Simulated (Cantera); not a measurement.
## Equilibrium for calcination and drying: CsOH + H2

Charge: 1 mol CsOH, 0.54 mol H2, at 1675 K.

Method: chemical equilibrium by Gibbs-energy minimisation in Cantera with the NASA 1993 tables (ideal gas, pure condensed phases). Candidate condensed phases: Cs, CsOH, H2O; 15 gas species. Equilibrium is a limit: real reactors are often held back by kinetics, nucleation or transport.

```csv
P (Pa),log p CsOH,log p Cs,log p H2O,log p H2,log p Cs2(OH)2,log p H,log p OH,log p Cs2
10,-5.06,-4.37,-4.37,-5.20,-13.00,-6.53,-7.03,-11.00
52,-4.14,-3.70,-3.70,-4.33,-11.17,-6.10,-6.78,-9.65
270,-3.26,-3.04,-3.04,-3.48,-9.40,-5.67,-6.55,-8.34
1400,-2.41,-2.41,-2.41,-2.64,-7.69,-5.26,-6.34,-7.07
7200,-1.59,-1.80,-1.80,-1.84,-6.06,-4.85,-6.13,-5.85
37000,-0.80,-1.21,-1.21,-1.06,-4.48,-4.46,-5.93,-4.67
190000,-0.03,-0.63,-0.63,-0.29,-2.95,-4.08,-5.74,-3.53
1000000,0.72,-0.07,-0.06,0.47,-1.43,-3.70,-5.55,-2.39
```
log p: log10 of the partial pressure in bar; nothing condenses.

From 10.0 Pa to 10.0 bar nothing is condensed. The main Cs-bearing gas is Cs at 10.0 Pa and CsOH at 10.0 bar.
